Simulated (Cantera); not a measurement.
## CF₄ + CH₄ (fluorocarbon and chlorocarbon gases)

A closed system holds: 1 mol CF₄, 0.036 mol CH₄, at 38.0 mbar.

Equilibrium computed with Cantera from the NASA thermochemical tables; the gas is ideal and each condensed phase is pure. Candidate condensed phases: C, C₆H₆, C₇H₈, C₈H₁₈; 110 gas species. Ions and electrons are included (thermal ionisation). Gases not in the tables: C₂F₆ and larger saturated fluorocarbons. The numbers say what is thermodynamically allowed, not how fast it happens.

```
T (°C)    x F     x CF₂      x C     x CF₄     x CF      x HF      x C₃       x H      x C₂     x CF₃  n C(graphite)
------  -----  --------  -------  --------  -------  --------  --------  --------  --------  --------  -------------
2227    0.493     0.294  1.23e-6     0.131  0.00450    0.0619   2.87e-7   4.36e-6   9.44e-8    0.0154              0
2727    0.738     0.125  0.00133   8.90e-5   0.0854    0.0399   0.00821  0.000220  0.000834  0.000525          0.176
3227    0.807   0.00635   0.0277   3.11e-8   0.0796    0.0289    0.0343   0.00443    0.0108   3.63e-6              0
3727    0.790  0.000258    0.124  2.55e-11   0.0314   0.00979   0.00956    0.0201    0.0155   3.04e-8              0
4227    0.774   9.88e-6    0.186    <1e-12  0.00706   0.00170  0.000362    0.0265   0.00450  3.41e-10              0
4727    0.772   5.71e-7    0.197    <1e-12  0.00165  0.000352   1.19e-5    0.0275  0.000981  7.49e-12              0
```
x: gas mole fraction; n: condensed amount in mol.

At 2227 °C nothing is condensed. At 2727 °C the condensed part is C(graphite). From 3227 °C to 4727 °C nothing is condensed. The main C-bearing gas is CF₂ at 2227 °C and C at 4727 °C.
